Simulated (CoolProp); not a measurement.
Vapour-liquid equilibrium of cis-2-butene (1) + ethanol (2) at 661 kPa; x and y are mole fractions of (1).

Computed with CoolProp (multi-fluid Helmholtz-energy mixture model, Lemmon 2005 and Schroeder 2014; pair parameters Bell 2016).

```
x     bubble temperature (°C)  y at the bubble point  dew temperature at overall composition x (°C)  liquid density (mol/L)
----  -----------------------  ---------------------  ---------------------------------------------  ----------------------
0.05                    119.6                  0.365                                          133.2                   14.57
0.15                     93.4                  0.743                                          129.3                   14.42
0.25                     79.3                  0.855                                          125.0                   13.97
0.35                     73.6                  0.888                                          120.3                   13.38
0.45                     71.7                  0.899                                          115.0                   12.74
0.55                     71.1                  0.902                                          109.0                   12.11
0.65                     70.6                  0.906                                          101.8                   11.53
0.75                     69.6                  0.915                                           92.6                   11.02
0.85                     68.1                  0.935                                           80.0                   10.58
0.95                     66.2                  0.972                                           67.2                   10.21
```

No azeotrope shows between x = 0.05 and 0.95.

Pair parameters are fitted to limited data, so mixtures are less certain than the pure fluids. With so large a gap from Raoult's law the liquid may split in two, which this calculation doesn't test in full.
